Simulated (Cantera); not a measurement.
Charge: 1 mol PH3, 0.12 mol H2O, 14 mol H2, equilibrated at 280 bar.

Method: chemical equilibrium by Gibbs-energy minimisation in Cantera with the NASA 1993 tables (ideal gas, pure condensed phases). Candidate condensed phases: H2O, P, P4O10; 17 gas species. The ideal-gas law is rough above about 30 bar. Gases not in the tables: HPO2, HPO3 and P4O6. The numbers say what is thermodynamically allowed, not how fast it happens. All values below are at 2202 °C.

Base state: H2 0.958, P2 0.0283, H2O 0.00724, PH3 0.00345, H 0.00132, PH 0.000658, P4 0.000280, PO 0.000219 (mole fractions); condensed: gas only.

Problem. What changes in the equilibrium state with this change: pressure from 280 bar to 10.0 mbar?

Solution. 
```tsv
species	before	after
H2	0.958	0.766
H	0.00132	0.197
P2	0.0283	0.0196
P	7.40e-5	0.0103
P4	0.000280	4.77e-9
PH3	0.00345	7.31e-8
OH	2.00e-6	5.43e-5
PO	0.000219	0.00552
H2O	0.00724	0.00105
```
